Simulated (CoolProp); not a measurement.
Properties of normal hydrogen along the isotherm 35.4 K (Tc = 33.1 K, pc = 1296 kPa, ω = -0.219).

Computed with CoolProp (reference Helmholtz-energy equation of state, Leachman 2009).

| p (kPa) | phase | density (kg/m³) | cp (kJ/(kg K)) | isothermal compressibility (1/MPa) |
|---|---|---|---|---|
| 10.2 | gas | 0.07001 | 10.34 | 98.25 |
| 16 | gas | 0.1100 | 10.36 | 62.71 |
| 24.8 | gas | 0.1707 | 10.39 | 40.54 |
| 38.7 | gas | 0.2672 | 10.44 | 26.05 |
| 60.2 | gas | 0.4176 | 10.51 | 16.83 |
| 93.8 | gas | 0.6555 | 10.63 | 10.88 |
| 146 | gas | 1.032 | 10.82 | 7.076 |
| 227 | gas | 1.635 | 11.15 | 4.642 |
| 354 | gas | 2.631 | 11.73 | 3.081 |
| 551 | gas | 4.322 | 12.88 | 2.106 |
| 859 | gas | 7.458 | 15.71 | 1.540 |
| 1340 | supercritical | 14.91 | 29.57 | 1.492 |
| 2080 | supercritical | 43.50 | 41.44 | 0.4176 |
| 3240 | supercritical | 53.42 | 20.31 | 0.09059 |

The peak of cp marks the crossing from liquid-like to gas-like fluid above the critical point.
